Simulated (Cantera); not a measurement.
An adiabatic, constant-volume homogeneous reactor starts with H2 : O2 : N2 = 1 : 0.25 : 1.92 (molar parts), equivalence ratio 2.0, at 1823 K and 1000000 Pa.

Computed with Cantera and GRI-Mech 3.0 (53 species, 325 reactions). The hydrogen kinetics of GRI-Mech 3.0 are dated; newer H2 mechanisms differ, most at raised pressure.

Q: Predict: time of steepest temperature rise; temperature at 3.00 s; equilibrium temperature; x(H2) at 3.00 s; x(O2) at 3.00 s; x(NO2) at 3.00 s; x(H2O2) at 3.00 s; x(NO) at 3.00 s.

A: 
```
Item                                                                   Value
---------------------------------  -----------------------------------------
time of steepest temperature rise                                   0.886 µs
temperature at 3.00 s                                                 2990 K
equilibrium temperature                                               2990 K
x(H2) at 3.00 s                          0.165 (gas-phase equilibrium 0.165)
x(O2) at 3.00 s                    0.000120 (gas-phase equilibrium 0.000120)
x(NO2) at 3.00 s                     5.56e-8 (gas-phase equilibrium 5.56e-8)
x(H2O2) at 3.00 s                    1.18e-7 (gas-phase equilibrium 1.18e-7)
x(NO) at 3.00 s                      0.00103 (gas-phase equilibrium 0.00103)
```
